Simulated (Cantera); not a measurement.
Input: 1 mol B2H6, 7.6 mol O2, equilibrated at 2348 K and 0.990 bar.

These are equilibrium values from Cantera (NASA tables, ideal gas, pure condensed phases), not measurements of a reactor. Candidate condensed phases: B, B2O3, B3O3H3, H2O; 23 gas species. The feed counts by its element totals alone. Equilibrium is a limit: real reactors are often held back by kinetics, nucleation or transport.

Base state: O2 0.519, H2O 0.248, HBO2 0.174, B2O3 0.0205, OH 0.0173, BO2 0.0146, O 0.00473, H2 0.000939 (mole fractions); condensed: gas only.

Q: What changes in the equilibrium state with this change: temperature from 2348 K to 925 K?

A: 
```tsv
species	before	after
O2	0.519	0.608
H2O	0.248	0.382
(HBO2)3	3.53e-7	0.00980
HBO2	0.174	2.96e-6
B2O3	0.0205	<1e-9
BO2	0.0146	<1e-9
OH	0.0173	6.03e-8
O	0.00473	<1e-9
H2	0.000939	<1e-9
H	0.000380	<1e-9
BO	4.49e-5	<1e-9
B2O3(l), mol	0	0.889
```
Gases not in the tables: H3BO3.
